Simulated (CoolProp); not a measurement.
Vapour-liquid equilibrium of dimethyl ether (1) + isobutane (2) at 41.45 °C; x and y are mole fractions of (1).

Model: multi-fluid Helmholtz-energy mixture model, Wu 2011 and Bücker 2006; pair parameters Bell 2016, in CoolProp.

Q: Give the bubble pressure and the first vapour's composition at x = 0.05, 0.2, 0.5. Is there an azeotrope?

A: x = 0.05: 0.5906 MPa, y = 0.102; x = 0.2: 0.6891 MPa, y = 0.326; x = 0.5: 0.8251 MPa, y = 0.606. No azeotrope shows between x = 0.05 and 0.95.

Pair parameters are fitted to limited data, so mixtures are less certain than the pure fluids.
